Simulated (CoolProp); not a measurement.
Saturation properties of propylene glycol.

Computed with CoolProp (reference Helmholtz-energy equation of state, Eisenbach 2021).

| T (K) | p (MPa) | liquid density (kg/m³) | vapour density (kg/m³) | enthalpy of vaporisation (kJ/kg) | liquid cp (kJ/(kg K)) |
|---|---|---|---|---|---|
| 309.2 | 4.548e-5 | 1024 | 0.001346 | 855.3 | 2.555 |
| 319.2 | 0.0001000 | 1016 | 0.002869 | 844.5 | 2.612 |
| 329.2 | 0.0002078 | 1009 | 0.005778 | 833.9 | 2.668 |
| 339.1 | 0.0004072 | 1001 | 0.01099 | 823.5 | 2.723 |
| 349.1 | 0.0007668 | 992.7 | 0.02011 | 813.1 | 2.778 |
| 359.1 | 0.001384 | 984.6 | 0.03529 | 802.9 | 2.832 |
| 369.1 | 0.002402 | 976.3 | 0.05962 | 792.8 | 2.886 |
| 379.1 | 0.004024 | 967.9 | 0.09731 | 782.8 | 2.940 |
| 389 | 0.006496 | 959.5 | 0.1532 | 772.9 | 2.993 |
| 399 | 0.01023 | 950.8 | 0.2355 | 762.9 | 3.046 |
| 409 | 0.01568 | 941.9 | 0.3526 | 753.0 | 3.099 |
| 419 | 0.02344 | 932.9 | 0.5154 | 743.0 | 3.151 |
| 428.9 | 0.03411 | 923.7 | 0.7345 | 733.0 | 3.204 |
| 438.9 | 0.04880 | 914.3 | 1.030 | 722.9 | 3.256 |
| 448.9 | 0.06845 | 904.6 | 1.417 | 712.6 | 3.309 |

It boils at 461.2 K under 1 atm.
